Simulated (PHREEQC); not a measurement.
A solution holds 0.025 mol Ni(NO3)2, 0.018 mol KCl and 0.0012 mol MnSO4 per kg of water, at 25 °C. Closed to the air; pH follows from the charge balance.

Equilibrium calculation in PHREEQC: ion-association model, wateq4f.dat.

Each row changes one thing in this solution. No solid was allowed to form.

```
case                                                  pH  ionic strength (mol/kgw)
--------------------------------------------------  ----  ------------------------
as made                                             5.94                    0.0949
KCl from 0.018 to 0.09 mol/kgw                      5.98                     0.164
diluted 2-fold with water                           6.05                    0.0478
0.026 mol/kgw NaCl added                            5.96                     0.120
KCl left out                                        5.93                    0.0777
Ni(NO3)2 replaced by Fe(NO3)3 at the same molality  2.04                     0.154
MnSO4 left out                                      5.93                    0.0921
```

Some of these states are supersaturated (in Jarosite-K, Hematite (slow to form), for instance).
